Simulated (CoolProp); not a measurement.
Cyclopropane along the isobar 12.7 MPa: Z from the reference equation and from simpler models built on Tc = 398.7 K, pc = 5.605 MPa, ω = 0.131; each cubic takes its own stable root.

Values from CoolProp's reference Helmholtz-energy equation of state, Polt 1992. This equation is an older, rougher fit; its heat capacities, sound speeds and derivatives of the liquid may be far off and weren't checked against measurements.

```tsv
T (K)	phase	reference	Redlich-Kwong	Peng-Robinson
373.1	liquid	…	0.3646	0.3223
387.4	liquid	0.3325	0.3727	0.3321
401.7	supercritical	0.3420	…	…
415.9	supercritical	0.3573	…	0.3691
430.2	supercritical	0.3816	0.4271	…
444.5	supercritical	0.4185	0.4600	0.4435
458.7	supercritical	0.4685	0.5007	0.4946
473	supercritical	0.5262	0.5469	0.5484
```

### Question
What belongs in the gaps?

### Answer

- 373.1, reference: 0.3271
- 401.7, Redlich-Kwong: 0.3851
- 401.7, Peng-Robinson: 0.3472
- 415.9, Redlich-Kwong: 0.4026
- 430.2, Peng-Robinson: 0.4008
